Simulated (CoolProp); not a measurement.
Vapour-liquid equilibrium of benzene (1) + n-dodecane (2) at 0.317 MPa; x and y are mole fractions of (1).

Values from CoolProp's multi-fluid Helmholtz-energy mixture model, Thol 2012 and Lemmon 2004; pair parameters Bell 2016.

| x | bubble temperature, mixture model (°C) | bubble temperature, Raoult's law (°C) | y, mixture model | y, Raoult's law |
|---|---|---|---|---|
| 0.05 | 255.4 | 244.2 | … | 0.435 |
| 0.125 | … | 215.7 | … | 0.724 |
| 0.2 | 209.8 | 195.8 | … | 0.847 |
| 0.275 | 191.5 | 181.1 | … | 0.908 |
| 0.35 | 176.8 | 169.6 | 0.917 | 0.941 |
| 0.425 | 165.3 | 160.5 | 0.947 | 0.961 |
| 0.5 | 156.1 | 152.9 | 0.965 | 0.973 |
| 0.575 | 148.7 | 146.4 | 0.977 | 0.982 |
| 0.65 | 142.5 | 140.9 | 0.984 | 0.988 |
| 0.725 | 137.3 | 136.1 | 0.990 | 0.992 |
| 0.8 | 132.6 | 131.8 | … | 0.995 |
| 0.875 | 128.4 | 127.9 | 0.996 | 0.997 |
| 0.95 | 124.6 | 124.4 | 0.999 | 0.999 |

Question: Fill in the missing entries.

Answer: 
- 0.05, y, mixture model: 0.259
- 0.125, bubble temperature, mixture model (°C): 231.8
- 0.125, y, mixture model: 0.568
- 0.2, y, mixture model: 0.757
- 0.275, y, mixture model: 0.861
- 0.8, y, mixture model: 0.993

The largest gap from Raoult's law is +16.1 K in bubble temperature, at x = 0.125. No azeotrope shows between x = 0.05 and 0.95.

Pair parameters are fitted to limited data, so mixtures are less certain than the pure fluids.
